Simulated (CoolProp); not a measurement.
Vapour-liquid equilibrium of R134a (1) + dimethyl ether (2) at 253.4 K; x and y are mole fractions of (1).

Model: multi-fluid Helmholtz-energy mixture model, Tillner-Roth 1994 and Wu 2011; pair parameters Bell 2016, in CoolProp.

Task: Give the bubble pressure and the first vapour's composition at x = 0.125, 0.2, 0.5. Is there an azeotrope?

Result: x = 0.125: 0.1216 MPa, y = 0.105; x = 0.2: 0.1200 MPa, y = 0.180; x = 0.5: 0.1195 MPa, y = 0.524. y crosses x between x = 0.35 and 0.425: the model has an azeotrope there.

Pair parameters are fitted to limited data, so mixtures are less certain than the pure fluids.
